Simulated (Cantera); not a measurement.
Input (Python, Cantera):

```python
import numpy as np
import cantera as ct

gas = ct.Solution("gri30.yaml")
gas.TPX = 1173, 310000, {'C3H8': 1, 'O2': 2.17, 'N2': 8.17, 'H2O': 0.67}
reactor = ct.IdealGasReactor(gas, energy="on", clone=False)
net = ct.ReactorNet([reactor])
net.rtol, net.atol = 1e-08, 1e-16
show = ['C3H8', 'O2', 'H2O', 'CH4', 'HO2', 'C2H6', 'O']
times = np.geomspace(3e-06, 2, 14)

steps = ct.SolutionArray(gas, extra=["t"])
rows = []
print(f"{'t/s':>10s}{'T/K':>9s}{'P/Pa':>11s}" + "".join(f"{s:>11s}" for s in show))
for t in times:
    while net.time < t:
        t_next = net.step()
        steps.append(gas.state, t=t_next)
    rows.append([np.interp(t, steps.t, y) for y in (steps.T, steps.P, *steps(*show).X.T)])
    print(f"{t:10.3e}{rows[-1][0]:9.1f}{rows[-1][1]:11.4g}" + "".join(f"{x:11.3e}" for x in rows[-1][2:]))
rate = np.gradient(steps.T, steps.t)
print("integrator steps:", len(steps.t))
if steps.T.max() > steps.T[0] + 200:
    print(f"time of steepest temperature rise: {steps.t[rate.argmax()]:.4e} s")
gas.TPX = 1173, 310000, {'C3H8': 1, 'O2': 2.17, 'N2': 8.17, 'H2O': 0.67}
gas.equilibrate("UV")
print(f"equilibrium (UV): T = {gas.T:.1f} K  " + "  ".join(f"{s} {gas[s].X[0]:.3e}" for s in show))
```

It prints:

```
       t/s      T/K       P/Pa       C3H8         O2        H2O        CH4        HO2       C2H6          O
 3.000e-06   1173.0    3.1e+05  8.326e-02  1.807e-01  5.579e-02  2.212e-08  4.513e-07  2.887e-10  1.228e-10
 8.416e-06   1173.0    3.1e+05  8.326e-02  1.807e-01  5.579e-02  1.833e-07  1.554e-06  4.178e-09  1.785e-10
 2.361e-05   1172.9    3.1e+05  8.325e-02  1.807e-01  5.579e-02  1.539e-06  4.191e-06  9.403e-08  3.837e-10
 6.624e-05   1172.9    3.1e+05  8.321e-02  1.807e-01  5.579e-02  1.339e-05  7.216e-06  2.488e-06  1.175e-09
 1.858e-04   1172.8    3.1e+05  8.301e-02  1.806e-01  5.584e-02  8.645e-05  5.831e-06  3.234e-05  1.755e-09
 5.213e-04   1172.7  3.102e+05  8.239e-02  1.803e-01  5.597e-02  3.236e-04  6.230e-06  1.388e-04  2.030e-09
 1.462e-03   1172.9  3.108e+05  8.047e-02  1.795e-01  5.644e-02  1.048e-03  7.969e-06  4.528e-04  2.971e-09
 4.103e-03   1179.1  3.149e+05  7.259e-02  1.755e-01  5.901e-02  3.845e-03  1.746e-05  1.552e-03  9.782e-09
 1.151e-02   2437.4  8.509e+05  1.765e-27  8.014e-07  1.093e-01  2.959e-09  1.864e-09  1.507e-18  3.259e-06
 3.229e-02   2437.5   8.51e+05  1.726e-27  8.028e-07  1.093e-01  2.931e-09  1.868e-09  1.481e-18  3.264e-06
 9.058e-02   2437.5   8.51e+05  1.726e-27  8.028e-07  1.093e-01  2.930e-09  1.868e-09  1.481e-18  3.264e-06
 2.541e-01   2437.5   8.51e+05  1.726e-27  8.028e-07  1.093e-01  2.930e-09  1.868e-09  1.481e-18  3.264e-06
 7.129e-01   2437.5   8.51e+05  1.726e-27  8.028e-07  1.093e-01  2.930e-09  1.868e-09  1.481e-18  3.264e-06
 2.000e+00   2437.5   8.51e+05  1.726e-27  8.028e-07  1.093e-01  2.930e-09  1.868e-09  1.481e-18  3.264e-06
integrator steps: 2376
time of steepest temperature rise: 6.3769e-03 s
equilibrium (UV): T = 2437.5 K  C3H8 2.235e-27  O2 8.028e-07  H2O 1.093e-01  CH4 3.291e-09  HO2 1.868e-09  C2H6 1.811e-18  O 3.264e-06
```

Computed with Cantera and GRI-Mech 3.0 (53 species, 325 reactions). GRI-Mech 3.0 was tuned for natural gas; its chemistry of propane as a main component is partial and can be far from experiment.
